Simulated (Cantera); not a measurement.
Cantera run, input and output.

```python
import numpy as np
import cantera as ct

gas = ct.Solution("gri30.yaml")
gas.TPX = 1673, 5600, {'CH4': 1, 'H2': 7.2}
reactor = ct.IdealGasConstPressureReactor(gas, energy="off", clone=False)
net = ct.ReactorNet([reactor])
net.rtol, net.atol = 1e-08, 1e-18
show = ['CH4', 'H2', 'C2H2', 'C2H6', 'H']
times = np.geomspace(0.0004, 100, 15)

steps = ct.SolutionArray(gas, extra=["t"])
rows = []
print(f"{'t/s':>10s}{'T/K':>9s}{'P/Pa':>11s}" + "".join(f"{s:>11s}" for s in show))
for t in times:
    while net.time < t:
        t_next = net.step()
        steps.append(gas.state, t=t_next)
    rows.append([np.interp(t, steps.t, y) for y in (steps.T, steps.P, *steps(*show).X.T)])
    print(f"{t:10.3e}{rows[-1][0]:9.1f}{rows[-1][1]:11.4g}" + "".join(f"{x:11.3e}" for x in rows[-1][2:]))
rate = np.gradient(steps.T, steps.t)
print("integrator steps:", len(steps.t))
if steps.T.max() > steps.T[0] + 200:
    print(f"time of steepest temperature rise: {steps.t[rate.argmax()]:.4e} s")
gas.TPX = 1673, 5600, {'CH4': 1, 'H2': 7.2}
gas.equilibrate("TP")
print(f"equilibrium (TP): T = {gas.T:.1f} K  " + "  ".join(f"{s} {gas[s].X[0]:.3e}" for s in show))
```

Result:

```
       t/s      T/K       P/Pa        CH4         H2       C2H2       C2H6          H
 4.000e-04   1673.0       5600  1.219e-01  8.780e-01  3.864e-10  5.765e-08  1.995e-05
 9.719e-04   1673.0       5600  1.218e-01  8.780e-01  1.842e-08  6.282e-07  4.794e-05
 2.362e-03   1673.0       5600  1.216e-01  8.780e-01  1.002e-06  4.836e-06  1.130e-04
 5.738e-03   1673.0       5600  1.207e-01  8.781e-01  5.036e-05  2.045e-05  2.366e-04
 1.394e-02   1673.0       5600  1.175e-01  8.797e-01  9.463e-04  3.340e-05  3.254e-04
 3.388e-02   1673.0       5600  1.095e-01  8.842e-01  4.522e-03  3.020e-05  3.358e-04
 8.231e-02   1673.0       5600  9.347e-02  8.931e-01  1.184e-02  2.280e-05  3.474e-04
 2.000e-01   1673.0       5600  6.801e-02  9.073e-01  2.344e-02  1.290e-05  3.695e-04
 4.860e-01   1673.0       5600  3.940e-02  9.232e-01  3.641e-02  4.774e-06  4.026e-04
 1.181e+00   1673.0       5600  1.837e-02  9.349e-01  4.591e-02  1.148e-06  4.365e-04
 2.869e+00   1673.0       5600  7.686e-03  9.409e-01  5.072e-02  2.216e-07  4.586e-04
 6.971e+00   1673.0       5600  3.393e-03  9.433e-01  5.265e-02  5.255e-08  4.680e-04
 1.694e+01   1673.0       5600  2.065e-03  9.440e-01  5.324e-02  2.617e-08  4.706e-04
 4.116e+01   1673.0       5600  1.894e-03  9.441e-01  5.332e-02  2.369e-08  4.709e-04
 1.000e+02   1673.0       5600  1.892e-03  9.441e-01  5.332e-02  2.367e-08  4.709e-04
integrator steps: 1005
equilibrium (TP): T = 1673.0 K  CH4 1.892e-03  H2 9.441e-01  C2H2 5.332e-02  C2H6 2.367e-08  H 4.709e-04
```

Computed with Cantera and GRI-Mech 3.0 (53 species, 325 reactions). GRI-Mech 3.0 stops at C3 and has no aromatics, soot or wall deposition, so with more carbon than oxygen in the feed, carbon stays in small species such as C2H2 where larger ones or solid carbon would form.
